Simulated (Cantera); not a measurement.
An adiabatic, constant-volume homogeneous reactor starts with 27.4 % H2, 15.2 % O2, 57.3 % N2, at 1098 K and 1.97 atm.

Detailed kinetics in Cantera: the H2/O2 subset of GRI-Mech 3.0, which has no nitrogen chemistry.

Question: Predict: time of steepest temperature rise; temperature at 0.800 s; equilibrium temperature; x(H2) at 0.800 s; x(O2) at 0.800 s; x(OH) at 0.800 s; x(H2O2) at 0.800 s; x(O) at 0.800 s; x(H) at 0.800 s; x(HO2) at 0.800 s.

Answer: 
| Item | Result |
|---|---|
| time of steepest temperature rise | 61.0 µs |
| temperature at 0.800 s | 2952 K |
| equilibrium temperature | 2952 K |
| x(H2) at 0.800 s | 0.0294 (gas-phase equilibrium 0.0294) |
| x(O2) at 0.800 s | 0.0234 (gas-phase equilibrium 0.0234) |
| x(OH) at 0.800 s | 0.0300 (gas-phase equilibrium 0.0300) |
| x(H2O2) at 0.800 s | 1.39e-6 (gas-phase equilibrium 1.39e-6) |
| x(O) at 0.800 s | 0.00673 (gas-phase equilibrium 0.00673) |
| x(H) at 0.800 s | 0.0107 (gas-phase equilibrium 0.0107) |
| x(HO2) at 0.800 s | 1.78e-5 (gas-phase equilibrium 1.78e-5) |
